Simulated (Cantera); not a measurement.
Feed: 1 mol SiH4, 87 mol H2, held at 900 K and 3.60 mbar.

Equilibrium computed with Cantera from the NASA thermochemical tables; the gas is ideal and each condensed phase is pure. Candidate condensed phases: Si; 9 gas species. The numbers say what is thermodynamically allowed, not how fast it happens.

Base state: H2 1.00 (mole fractions); condensed: Si(s).

Question: What changes in the equilibrium state with this change: temperature from 900 K to 2523.15 K?

Answer: 
```csv
species,before,after
H2,1.00,0.625
H,1.95e-9,0.366
Si,<1e-9,0.00896
SiH,<1e-9,0.000108
"Si(s), mol",1.00,0
```

Question: What changes in the equilibrium state with this change: SiH4 replaced by CH3SiH3?

Answer: 
| species | before | after |
|---|---|---|
| H2 | 1.00 | 1.00 |
| Si(s), mol | 1.00 | 0 |
| SiC(s), mol | 0 | 1.000 |
The feed counts by its element totals alone. Further candidate phases: C, C6H6, C7H8, C8H18, SiC.
